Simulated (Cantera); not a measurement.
Input: 1 mol Si2H6, 1.6 mol CO2, 50 mol N2, equilibrated at 0.133 bar.

These are equilibrium values from Cantera (NASA tables, ideal gas, pure condensed phases), not measurements of a reactor. Candidate condensed phases: C, C6H6, C7H8, C8H18, H2O, Si, SiC, SiO2, Si2N2O, Si3N4; 151 gas species. The feed counts by its element totals alone. N2 is the only nitrogen source here; it is nearly inert below about 1500 K, so the nitride shown seldom forms there in practice. Equilibrium is a limit: real reactors are often held back by kinetics, nucleation or transport.

Over these rows the condensed part is C(graphite) + SiO2(α-quartz) + Si2N2O(s). Partial pressures as log10 of bar:

| T (K) | 1000/T (1/K) | log p CH4 | log p N2 | log p H2 |
|---|---|---|---|---|
| 550 | 1.8182 | -2.58 | -0.89 | -2.60 |
| 600 | 1.6667 | -2.77 | -0.89 | -2.37 |
| 650 | 1.5385 | -3.05 | -0.90 | -2.23 |
| 700 | 1.4286 | ? | -0.90 | -2.17 |
| 750 | 1.3333 | -3.77 | -0.90 | -2.14 |
| 800 | 1.2500 | -4.13 | -0.90 | -2.13 |

Fit log p(CH4) = a + b·(1000/T) to the five rows, give the apparent enthalpy, and predict the row at 700 K.

Means: 1000/T = 1.5213, log p = -3.260. Sxy = 0.608661, Sxx = 0.2185343, so b = 2.79 and a = -3.260 − (2.79)×1.5213 = -7.50.
Apparent enthalpy: −19.145 × (2.79) = -53 kJ/mol. With the condensed phases at unit activity, C(graphite) + 2 H2(g) = CH4(g) links this pressure to the main gases: over the six rows their terms move log p by +0.94 in all, so the slope isn't that reaction's ΔH° alone. The five rows lie within 0.16 of the line; that is curvature, so one enthalpy describes this range poorly.
Prediction at 700 K: -7.50 + (2.79)×1.4286 = -3.51. The computed value is -3.40, 0.11 from the line.
